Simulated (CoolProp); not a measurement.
Tetradecamethylhexasiloxane (MD4M) at several states: fugacity coefficient from the reference equation and from simpler models built on Tc = 380.0 °C, pc = 0.8286 MPa, ω = 0.800; each cubic takes its own stable root.

Computed with CoolProp (reference Helmholtz-energy equation of state, Thol 2019).

| T (°C) | p (MPa) | phase | reference |
|---|---|---|---|
| 290.35 | 2.38 | liquid | 0.09499 |
| 243.55 | 0.729 | liquid | 0.09781 |
| -3.45 | 0.0599 | liquid | 3.603e-7 |
| 172.15 | 0.0368 | liquid | 0.2325 |

### Question
How far does each simpler model (Redlich-Kwong, Soave-Redlich-Kwong, Peng-Robinson) lie from the reference over these 4 states: mean and median of the absolute difference, and the worst?

### Answer
- Redlich-Kwong: mean 100026.7 %, median 231.1 %, worst +399566.9 % at -3.45 °C and 0.0599 MPa
- Soave-Redlich-Kwong: mean 44.7 %, median 5.6 %, worst +165.8 % at -3.45 °C and 0.0599 MPa
- Peng-Robinson: mean 97.6 %, median 5.9 %, worst +376.3 % at -3.45 °C and 0.0599 MPa

At some of these states Redlich-Kwong gives the other phase, because its saturation line lies elsewhere.
